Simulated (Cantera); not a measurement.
A perfectly stirred reactor is fed with 43.5 % N₂O, 56.5 % H₂O, at 1330 Pa; it is held at 1225 K, and followed from long to short residence time.

Computed with Cantera and GRI-Mech 3.0 (53 species, 325 reactions). GRI-Mech 3.0 was tuned for natural gas; its chemistry of N2O as a main component is partial and can be far from experiment. Radical loss at walls, strong at low pressure, is not modelled. The mechanism lacks the step 2 NO + O2 → 2 NO2, which can matter for NO2 below about 1400 K. The temperature is held fixed by assumption; the heat of reaction is taken as removed at once.

x: mole fraction; the columns are a selection and need not sum to one.

```csv
τ (s),x N₂O,x H₂O,x HO₂,x H₂O₂,x N₂,x H
6.8,0.311,0.536,2.10e-6,2.80e-8,0.0984,1.20e-7
2.3,0.382,0.553,3.64e-6,4.09e-8,0.0419,1.27e-7
0.81,0.414,0.560,4.91e-6,5.36e-8,0.0162,1.37e-7
0.28,0.428,0.563,5.65e-6,6.19e-8,[?],1.40e-7
0.097,0.432,0.565,5.91e-6,6.41e-8,0.00197,1.29e-7
0.033,0.434,0.565,5.72e-6,5.93e-8,[?],[?]
0.012,0.435,0.565,4.69e-6,4.19e-8,0.000210,5.78e-8
0.0040,0.435,0.565,2.01e-6,1.12e-8,6.23e-5,2.20e-8
0.0014,0.435,0.565,3.39e-7,9.27e-10,2.00e-5,5.74e-9
0.00048,0.435,0.565,3.09e-8,3.58e-11,6.31e-6,8.78e-10
0.00017,0.435,0.565,2.16e-9,<1e-12,2.05e-6,7.27e-11
```

Task: Fill in the missing entries.

Result: 
- 0.28, x N₂: 0.00574
- 0.033, x N₂: 0.000635
- 0.033, x H: 9.86e-8
